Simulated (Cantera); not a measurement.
A closed system holds: 1 mol SiHCl3, 26 mol N2, at 1448 K and 22.0 Pa.

Equilibrium computed with Cantera from the NASA thermochemical tables; the gas is ideal and each condensed phase is pure. Candidate condensed phases: NH4Cl, Si, Si3N4; 28 gas species. The tables' values for SiCl3 are old estimates; treat these amounts as uncertain. The numbers say what is thermodynamically allowed, not how fast it happens.

Base state: N2 0.929, SiCl2 0.0338, HCl 0.0331, SiCl3 0.00162, H2 0.00131, Cl 0.000463, SiCl4 0.000284, H 2.25e-5 (mole fractions); condensed: gas only.

Question: What changes in the equilibrium state with this change: temperature from 1448 K to 2000 K?

Answer: 
```tsv
species	before	after
N2	0.929	0.899
Cl	0.000463	0.0344
HCl	0.0331	0.0228
SiCl2	0.0338	0.0222
Si	1.75e-7	0.0103
SiN	4.04e-9	3.78e-5
SiCl4	0.000284	5.29e-8
```
The tables' values for SiCl, SiN, SiCl3 are old estimates; treat these amounts as uncertain.
